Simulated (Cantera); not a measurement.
Feed: 1 mol Si, 1.5 mol HCl, 4.6 mol H2, equilibrated at 750 Torr.

Equilibrium computed with Cantera from the NASA thermochemical tables; the gas is ideal and each condensed phase is pure. Candidate condensed phases: Si; 19 gas species. The tables' values for SiCl3 are old estimates; treat these amounts as uncertain. Equilibrium is a limit: real reactors are often held back by kinetics, nucleation or transport.

x: gas mole fraction; n: condensed amount in mol.

```tsv
T (K)	x H2	x HCl	x SiCl4	x SiHCl3	x SiCl2	n Si(s)
873	0.923	0.00271	0.0415	0.0303	1.01e-5	0.580
923	0.922	0.00459	0.0414	0.0297	3.28e-5	0.583
973	0.920	0.00734	0.0410	0.0289	9.41e-5	0.587
1023	0.917	0.0112	0.0403	0.0280	0.000242	0.593
1073	0.914	0.0163	0.0392	0.0270	0.000564	0.600
1123	0.909	___	0.0375	0.0256	___	0.608
1173	0.903	0.0308	0.0352	0.0240	0.00239	0.617
1223	0.895	___	___	___	___	0.626
1273	0.886	0.0507	0.0283	0.0198	0.00749	0.634
```

Fill in the missing entries.


- 1223, x HCl: 0.0401
- 1223, x SiCl4: 0.0321
- 1223, x SiHCl3: 0.0221
- 1223, x SiCl2: 0.00438
- 1123, x HCl: 0.0228
- 1123, x SiCl2: 0.00121
